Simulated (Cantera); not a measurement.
# Low-pressure radical oxidation in H2/O2

A perfectly stirred reactor is fed with 3.26 % H2, 90.5 % O2, 6.24 % H2O, equivalence ratio 0.018, at 6.53 Torr; it is held at 1273 K, and followed from long to short residence time.

Model: the H2/O2 subset of GRI-Mech 3.0, which has no nitrogen chemistry, integrated in Cantera. Radical loss at walls, strong at low pressure, is not modelled.

```json
[
 {"τ (s)": "0.62", "x H2": "0.000300", "x O2": "0.898", "x H2O2": "6.47e-8", "x O": "0.00440", "x HO2": "1.39e-6", "x H2O": "0.0946"},
 {"τ (s)": "0.29", "x H2": "0.000461", "x O2": "0.895", "x H2O2": "7.42e-8", "x O": "0.00668", "x HO2": "1.70e-6", "x H2O": "0.0938"},
 {"τ (s)": "0.13", "x H2": "0.000700", "x O2": "0.892", "x H2O2": "8.28e-8", "x O": "0.00979", "x HO2": "1.99e-6", "x H2O": "0.0927"},
 {"τ (s)": "0.062", "x H2": "0.000994", "x O2": "0.888", "x H2O2": "8.91e-8", "x O": "0.0129", "x HO2": "2.21e-6", "x H2O": "0.0915"},
 {"τ (s)": "0.029", "x H2": "0.00140", "x O2": "0.885", "x H2O2": "9.44e-8", "x O": "0.0157", "x HO2": "2.37e-6", "x H2O": "0.0902"},
 {"τ (s)": "0.013", "x H2": "0.00208", "x O2": "0.883", "x H2O2": "1.01e-7", "x O": "0.0175", "x HO2": "2.48e-6", "x H2O": "0.0888"},
 {"τ (s)": "0.0062", "x H2": "0.00319", "x O2": "0.882", "x H2O2": "1.08e-7", "x O": "0.0177", "x HO2": "2.56e-6", "x H2O": "0.0872"}
]
```
x: mole fraction; the columns are a selection and need not sum to one.
